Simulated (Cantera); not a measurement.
A Cantera script and its output.

```python
import numpy as np
import cantera as ct

surf = ct.Interface("diamond.yaml", "diamond_100")
gas, bulk = surf.adjacent["gas"], surf.adjacent["diamond"]
k = surf.kinetics_species_index(bulk.species_names[0])
cover = ["c6HH", "c6H*", "c6*H", "c6**", "c6HM", "c6B"]

rows, drift = [], 0.0
print(f"{'xH':>10s}{'um/h':>11s}" + "".join(f"{s:>11s}" for s in cover))
for v in [0.0001, 0.00022, 0.00048, 0.0011, 0.0023, 0.0051, 0.011, 0.024, 0.053]:
    T, P, xH, xCH3 = 1200, 5500, v, 0.0019
    gas.TPX = T, P, {"H": xH, "CH3": xCH3, "CH4": 0.0024, "H2": 1 - xH - xCH3 - 0.0024}
    surf.TP = bulk.TP = T, P
    surf.coverages = "c6H*:0.1, c6HH:0.9"
    surf.advance_coverages(100.0)
    before = surf.coverages
    surf.advance_coverages(100.0)
    drift = max(drift, np.max(np.abs(surf.coverages - before) / (surf.coverages + 1e-9)))
    rate = surf.net_production_rates[k] * bulk.mean_molecular_weight / bulk.density * 3.6e9
    rows.append([rate, *surf[cover].coverages])
    print(f"{v:10.4g}{rate:11.4e}" + "".join(f"{x:11.3e}" for x in rows[-1][1:]))
```

Result:

```
        xH       um/h       c6HH       c6H*       c6*H       c6**       c6HM        c6B
    0.0001 9.3947e-01  5.935e-01  2.594e-02  3.321e-01  2.519e-03  1.772e-02  2.549e-09
   0.00022 2.4042e+00  5.137e-01  3.084e-02  3.948e-01  5.584e-03  2.223e-02  6.524e-09
   0.00048 5.3094e+00  4.659e-01  3.366e-02  4.309e-01  1.040e-02  2.600e-02  1.441e-08
    0.0011 1.1085e+01  4.391e-01  3.517e-02  4.501e-01  1.664e-02  2.875e-02  3.008e-08
    0.0023 1.9983e+01  4.280e-01  3.590e-02  4.593e-01  2.171e-02  2.902e-02  5.423e-08
    0.0051 3.5232e+01  4.243e-01  3.652e-02  4.668e-01  2.568e-02  2.604e-02  9.561e-08
     0.011 5.5165e+01  4.255e-01  3.715e-02  4.739e-01  2.813e-02  2.023e-02  1.497e-07
     0.024 7.6417e+01  4.289e-01  3.785e-02  4.807e-01  2.967e-02  1.332e-02  2.074e-07
     0.053 9.3663e+01  4.322e-01  3.862e-02  4.858e-01  3.064e-02  7.523e-03  2.542e-07
```

Computed with Cantera and the Harris–Goodwin 1993 mechanism for the reconstructed diamond (100) surface.
